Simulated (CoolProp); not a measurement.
Properties of carbon dioxide along the isotherm 413.5 K (Tc = 304.1 K, pc = 7.377 MPa, ω = 0.224).

Computed with CoolProp (reference Helmholtz-energy equation of state, Span 1996).

```
p (MPa)          phase  density (kg/m³)  isothermal compressibility (1/MPa)  expansivity (1/kK)  conductivity (mW/(m K))
-------  -------------  ---------------  ----------------------------------  ------------------  -----------------------
0.0583             gas           0.7470                               17.17               2.427                     25.8
0.0908             gas            1.164                               11.03               2.432                     25.8
0.141              gas            1.809                               7.108               2.439                     25.8
0.22               gas            2.826                               4.562               2.450                     25.9
0.343              gas            4.415                               2.932               2.469                     25.9
0.534              gas            6.895                               1.889               2.497                     26.0
0.831              gas            10.78                               1.220               2.542                     26.1
1.29               gas            16.86                              0.7915               2.613                     26.4
2.02               gas            26.72                              0.5116               2.731                     26.7
3.14               gas            42.32                              0.3352               2.924                     27.3
4.89               gas            67.89                              0.2216               3.253                     28.3
7.61     supercritical            110.7                              0.1488               3.836                     30.2
11.8     supercritical            184.5                              0.1012               4.860                     34.1
18.4     supercritical            314.8                             0.06403               6.221                     42.9
```

Thermal conductivity comes from a separate model (Huber 2016).
